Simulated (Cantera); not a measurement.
A Cantera script and its output.

```python
import numpy as np
import cantera as ct

gas = ct.Solution("gri30.yaml")
gas.TPX = 500, 930000, {'CH4': 1, 'C2H6': 1.1, 'O2': 9, 'N2': 33.8, 'H2': 0.34}
inlet = ct.Reservoir(gas, clone=True)
gas.equilibrate("HP")  # start burning
reactor = ct.IdealGasConstPressureReactor(gas, energy="on", clone=False)
exhaust = ct.Reservoir(gas, clone=True)
tau = [0.025, 0.012, 0.0056, 0.0026, 0.0012, 0.00058, 0.00027, 0.00013, 6e-05, 2.8e-05, 1.3e-05][0]
for a, b in ((inlet, reactor), (reactor, exhaust)):
    ct.MassFlowController(a, b, mdot=lambda t: reactor.mass / tau)
net = ct.ReactorNet([reactor])
show = ['CH4', 'C2H6', 'O2', 'CH2', 'NO', 'H2O2', 'HCN']

rows = []
print(f"{'tau/s':>10s}{'T/K':>9s}" + "".join(f"{s:>11s}" for s in show))
for tau in [0.025, 0.012, 0.0056, 0.0026, 0.0012, 0.00058, 0.00027, 0.00013, 6e-05, 2.8e-05, 1.3e-05]:
    net.initial_time = 0.0
    net.advance(30 * tau)
    before = gas.X
    net.advance(40 * tau)
    drift = np.max(np.abs(gas.X - before) / (gas.X + 1e-9))
    rows.append([gas.T, *gas[show].X, drift])
    print(f"{tau:10.3e}{gas.T:9.1f}" + "".join(f"{x:11.3e}" for x in gas[show].X))
```

Result:

```
     tau/s      T/K        CH4       C2H6         O2        CH2         NO       H2O2        HCN
 2.500e-02   1969.7  2.337e-06  4.221e-07  6.515e-02  1.881e-08  7.889e-05  1.930e-07  1.925e-08
 1.200e-02   1968.0  4.212e-06  8.107e-07  6.521e-02  3.761e-08  5.117e-05  2.209e-07  2.198e-08
 5.600e-03   1965.0  7.388e-06  1.539e-06  6.531e-02  7.566e-08  3.674e-05  2.697e-07  2.667e-08
 2.600e-03   1960.0  1.258e-05  2.840e-06  6.548e-02  1.498e-07  2.922e-05  3.465e-07  3.427e-08
 1.200e-03   1951.9  2.127e-05  5.149e-06  6.579e-02  2.932e-07  2.461e-05  4.596e-07  4.581e-08
 5.800e-04   1939.9  3.520e-05  8.944e-06  6.631e-02  5.445e-07  2.097e-05  6.065e-07  6.119e-08
 2.700e-04   1920.0  6.165e-05  1.616e-05  6.730e-02  1.033e-06  1.696e-05  8.154e-07  8.455e-08
 1.300e-04   1889.5  1.122e-04  2.970e-05  6.904e-02  1.886e-06  1.285e-05  1.090e-06  1.193e-07
 6.000e-05   1831.4  2.518e-04  6.544e-05  7.291e-02  3.518e-06  7.859e-06  1.545e-06  1.781e-07
 2.800e-05    500.0  2.210e-02  2.431e-02  1.989e-01 -3.378e-34  1.495e-20  1.065e-17  6.385e-21
 1.300e-05    500.0  2.210e-02  2.431e-02  1.989e-01 -6.402e-37  4.307e-25  3.070e-22  1.840e-25
```

Cantera simulation using GRI-Mech 3.0 (53 species, 325 reactions); the numbers are that mechanism's predictions, not measurements.
